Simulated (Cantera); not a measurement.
Input: 1 mol CuF2, 0.067 mol H2O, 9.6 mol H2, held at 925 K and 97.0 mbar.

Equilibrium computed with Cantera from the NASA thermochemical tables; the gas is ideal and each condensed phase is pure. Candidate condensed phases: Cu, CuF2, CuO, Cu(OH)2, Cu2O, H2O; 27 gas species. Rates play no part.

Base state: H2 0.806, HF 0.187, H2O 0.00628 (mole fractions); condensed: Cu(s).

Problem. What changes in the equilibrium state with this change: temperature from 925 K to 1698.15 K?

Solution. 
```
species      before     after
----------  -------  --------
H2            0.806     0.805
HF            0.187     0.187
H2O         0.00628   0.00627
Cu            <1e-9   0.00160
H             <1e-9  0.000417
CuF           <1e-9   7.87e-5
Cu(s), mol     1.00         0
Cu(l), mol        0     0.982
```
